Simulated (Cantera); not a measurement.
Cantera run, input and output.

```python
import numpy as np
import cantera as ct

gas = ct.Solution("gri30.yaml")
gas.TPX = 1350, 15000, {'N2O': 1, 'H2O': 0.12}
reactor = ct.IdealGasConstPressureReactor(gas, energy="off", clone=False)
net = ct.ReactorNet([reactor])
net.rtol, net.atol = 1e-08, 1e-18
show = ['N2O', 'H2O', 'N2', 'NO2', 'H', 'OH', 'H2']
times = np.geomspace(5e-06, 70, 10)

steps = ct.SolutionArray(gas, extra=["t"])
rows = []
print(f"{'t/s':>10s}{'T/K':>9s}{'P/Pa':>11s}" + "".join(f"{s:>11s}" for s in show))
for t in times:
    while net.time < t:
        t_next = net.step()
        steps.append(gas.state, t=t_next)
    rows.append([np.interp(t, steps.t, y) for y in (steps.T, steps.P, *steps(*show).X.T)])
    print(f"{t:10.3e}{rows[-1][0]:9.1f}{rows[-1][1]:11.4g}" + "".join(f"{x:11.3e}" for x in rows[-1][2:]))
rate = np.gradient(steps.T, steps.t)
print("integrator steps:", len(steps.t))
if steps.T.max() > steps.T[0] + 200:
    print(f"time of steepest temperature rise: {steps.t[rate.argmax()]:.4e} s")
gas.TPX = 1350, 15000, {'N2O': 1, 'H2O': 0.12}
gas.equilibrate("TP")
print(f"equilibrium (TP): T = {gas.T:.1f} K  " + "  ".join(f"{s} {gas[s].X[0]:.3e}" for s in show))
```

Output:

```
       t/s      T/K       P/Pa        N2O        H2O         N2        NO2          H         OH         H2
 5.000e-06   1350.0    1.5e+04  8.928e-01  1.071e-01  4.172e-06  5.820e-15  5.293e-12  1.156e-07  4.446e-14
 3.112e-05   1350.0    1.5e+04  8.928e-01  1.071e-01  3.189e-05  6.576e-12  1.270e-09  3.205e-06  1.016e-10
 1.936e-04   1350.0    1.5e+04  8.925e-01  1.071e-01  2.478e-04  1.662e-08  2.370e-08  3.612e-05  3.153e-08
 1.205e-03   1350.0    1.5e+04  8.902e-01  1.070e-01  1.693e-03  7.629e-06  8.001e-08  1.092e-04  9.940e-07
 7.499e-03   1350.0    1.5e+04  8.760e-01  1.064e-01  1.085e-02  1.620e-04  8.709e-08  1.277e-04  2.030e-06
 4.667e-02   1350.0    1.5e+04  7.948e-01  1.035e-01  6.324e-02  6.887e-04  7.764e-08  1.445e-04  1.049e-06
 2.904e-01   1350.0    1.5e+04  4.656e-01  9.127e-02  2.758e-01  7.004e-04  8.660e-08  1.481e-04  8.874e-07
 1.807e+00   1350.0    1.5e+04  4.257e-02  7.560e-02  5.510e-01  1.959e-04  7.502e-08  1.053e-04  8.764e-07
 1.125e+01   1350.0    1.5e+04  9.752e-06  7.407e-02  5.798e-01  2.912e-04  1.718e-09  2.721e-05  7.591e-08
 7.000e+01   1350.0    1.5e+04  1.085e-06  7.407e-02  5.799e-01  2.915e-04  1.705e-09  2.713e-05  7.556e-08
integrator steps: 1795
equilibrium (TP): T = 1350.0 K  N2O 1.296e-08  H2O 7.406e-02  N2 6.170e-01  NO2 2.433e-06  H 1.648e-09  OH 2.800e-05  H2 7.075e-08
```

Computed with Cantera and GRI-Mech 3.0 (53 species, 325 reactions). GRI-Mech 3.0 was tuned for natural gas; its chemistry of N2O as a main component is partial and can be far from experiment. The mechanism lacks the step 2 NO + O2 → 2 NO2, which can matter for NO2 below about 1400 K. The temperature is held fixed by assumption; the heat of reaction is taken as removed at once.
